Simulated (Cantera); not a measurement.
Charge: 1 mol Si3N4, 0.088 mol Si, 0.1 mol H2, at 4.00 mbar.

Equilibrium computed with Cantera from the NASA thermochemical tables; the gas is ideal and each condensed phase is pure. Candidate condensed phases: Si, Si3N4; 18 gas species. Mutual solubility and eutectic melting of coexisting phases are not modelled. The tables' values for SiN are old estimates; treat these amounts as uncertain. Kinetics and transport are ignored.

x: gas mole fraction; n: condensed amount in mol.

| T (K) | x H2 | x N2 | x Si | x H | x Si2N | x SiN | n Si(s) | n Si3N4(s) | n Si(l) |
|---|---|---|---|---|---|---|---|---|---|
| 1573 | 0.953 | 0.0466 | 1.37e-5 | 0.000628 | 2.92e-7 | 1.79e-7 | 0.0953 | 0.998 | 0 |
| 1598 | 0.927 | 0.0722 | 2.34e-5 | 0.000810 | 5.77e-7 | 3.45e-7 | 0.0997 | 0.996 | 0 |
| 1623 | 0.888 | (withheld) | (withheld) | (withheld) | (withheld) | 6.51e-7 | 0.107 | 0.994 | 0 |
| 1648 | 0.832 | 0.167 | 6.44e-5 | 0.00128 | 2.12e-6 | 1.20e-6 | 0.118 | 0.990 | 0 |
| 1673 | 0.749 | 0.249 | 0.000104 | 0.00156 | 3.93e-6 | 2.19e-6 | 0.138 | 0.983 | 0 |
| 1698 | 0.622 | 0.376 | 0.000164 | 0.00180 | 7.02e-6 | 3.88e-6 | 0 | 0.970 | 0.178 |
| 1723 | 0.406 | 0.591 | 0.000246 | 0.00184 | 1.18e-5 | 6.72e-6 | 0 | 0.927 | 0.306 |
| 1748 | 0.0805 | 0.918 | 0.000364 | 0.00102 | 1.95e-5 | 1.14e-5 | 0 | 0.433 | 1.79 |
| 1773 | 0.0471 | 0.951 | 0.000533 | 0.000976 | 2.61e-5 | 1.58e-5 | 0 | 0 | 3.09 |
| 1798 | 0.0469 | 0.951 | (withheld) | (withheld) | (withheld) | 2.12e-5 | 0 | 0 | 3.09 |
| 1823 | 0.0468 | 0.951 | 0.00111 | 0.00148 | 4.43e-5 | 2.82e-5 | 0 | 0 | 3.09 |
| 1848 | 0.0466 | 0.950 | 0.00157 | 0.00181 | 5.69e-5 | 3.73e-5 | 0 | 0 | 3.08 |
| 1873 | 0.0463 | 0.949 | 0.00220 | 0.00220 | 7.27e-5 | 4.89e-5 | 0 | 0 | 3.08 |
| 1898 | 0.0461 | 0.948 | 0.00307 | 0.00265 | 9.23e-5 | 6.36e-5 | 0 | 0 | 3.08 |

### Question
Fill in the missing entries.

### Answer

- 1623, x N2: 0.111
- 1623, x Si: 3.91e-5
- 1623, x H: 0.00103
- 1623, x Si2N: 1.12e-6
- 1798, x Si: 0.000771
- 1798, x H: 0.00121
- 1798, x Si2N: 3.41e-5
